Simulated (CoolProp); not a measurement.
Model: reference Helmholtz-energy equation of state, Setzmann 1991, in CoolProp.

Give the vapour pressure (kPa), liquid density (kg/m³), surface tension (mN/m), liquid conductivity (mW/(m K)) of saturated methane at 166.6 K.


| T (K) | p (kPa) | liquid density (kg/m³) | surface tension (mN/m) | liquid conductivity (mW/(m K)) |
|---|---|---|---|---|
| 166.6 | 2060 | 320 | 3.04 | 106 |

Thermal conductivity comes from a separate model (Friend 1989). Surface tension comes from a separate correlation (Mulero 2012).
